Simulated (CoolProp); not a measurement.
Vapour-liquid equilibrium of n-heptane (1) + n-dodecane (2) at 1.15 bar; x and y are mole fractions of (1).

Values from CoolProp's multi-fluid Helmholtz-energy mixture model, Span 2003 and Lemmon 2004; pair parameters Bell 2016.

| x | bubble temperature, mixture model (K) | bubble temperature, Raoult's law (K) | y, mixture model | y, Raoult's law |
|---|---|---|---|---|
| 0.05 | 478.7 | 473.8 | 0.339 | 0.431 |
| 0.15 | 451.4 | 445.4 | 0.709 | 0.770 |
| 0.25 | 431.3 | 427.2 | 0.859 | 0.886 |
| 0.35 | 416.9 | 414.5 | 0.925 | 0.937 |
| 0.45 | 406.2 | 404.9 | … | 0.962 |
| 0.55 | 398.0 | 397.4 | 0.974 | 0.977 |
| 0.65 | 391.6 | 391.2 | 0.984 | 0.986 |
| 0.75 | … | 386.0 | 0.991 | 0.992 |
| 0.85 | … | 381.5 | 0.995 | 0.996 |
| 0.95 | 377.8 | 377.7 | 0.999 | 0.999 |

Question: What belongs in the gaps?

Answer: 
- 0.45, y, mixture model: 0.957
- 0.75, bubble temperature, mixture model (K): 386.3
- 0.85, bubble temperature, mixture model (K): 381.7

The largest gap from Raoult's law is +6.0 K in bubble temperature, at x = 0.15. No azeotrope shows between x = 0.05 and 0.95.

Pair parameters are fitted to limited data, so mixtures are less certain than the pure fluids.
